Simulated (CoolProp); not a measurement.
R245fa along the isobar 2900 kPa: fugacity coefficient from the reference equation and from simpler models built on Tc = 427.0 K, pc = 3651 kPa, ω = 0.378; each cubic takes its own stable root.

Values from CoolProp's reference Helmholtz-energy equation of state, Akasaka 2015.

```json
[
 {"T (K)": "180.6", "phase": "liquid", "reference": "1.956e-5", "van der Waals": "0.01323", "Peng-Robinson": "2.428e-5"},
 {"T (K)": "194.7", "phase": "liquid", "reference": "9.530e-5", "van der Waals": "0.02290", "Peng-Robinson": "0.0001110"},
 {"T (K)": "208.8", "phase": "liquid", "reference": "0.0003608", "van der Waals": "0.03672", "Peng-Robinson": "0.0004014"},
 {"T (K)": "222.9", "phase": "liquid", "reference": "0.001117", "van der Waals": "0.05537", "Peng-Robinson": "0.001202"},
 {"T (K)": "237", "phase": "liquid", "reference": "0.002939", "van der Waals": "0.07934", "Peng-Robinson": "0.003089"},
 {"T (K)": "251.1", "phase": "liquid", "reference": "0.006771", "van der Waals": "0.1090", "Peng-Robinson": "0.006994"},
 {"T (K)": "265.2", "phase": "liquid", "reference": "0.01397", "van der Waals": "0.1444", "Peng-Robinson": "0.01426"},
 {"T (K)": "279.3", "phase": "liquid", "reference": "0.02628", "van der Waals": "0.1856", "Peng-Robinson": "0.02660"},
 {"T (K)": "293.4", "phase": "liquid", "reference": "0.04573", "van der Waals": "0.2324", "Peng-Robinson": "0.04601"},
 {"T (K)": "307.5", "phase": "liquid", "reference": "0.07444", "van der Waals": "0.2845", "Peng-Robinson": "0.07461"},
 {"T (K)": "321.6", "phase": "liquid", "reference": "0.1144", "van der Waals": "0.3413", "Peng-Robinson": "0.1144"},
 {"T (K)": "335.7", "phase": "liquid", "reference": "0.1673", "van der Waals": "0.4023", "Peng-Robinson": "0.1670"},
 {"T (K)": "349.8", "phase": "liquid", "reference": "0.2342", "van der Waals": "0.4666", "Peng-Robinson": "0.2334"},
 {"T (K)": "363.9", "phase": "liquid", "reference": "0.3154", "van der Waals": "0.5336", "Peng-Robinson": "0.3138"},
 {"T (K)": "378", "phase": "liquid", "reference": "0.4104", "van der Waals": "0.6020", "Peng-Robinson": "0.4072"},
 {"T (K)": "392.2", "phase": "liquid", "reference": "0.5182", "van der Waals": "0.6709", "Peng-Robinson": "0.5122"}
]
```
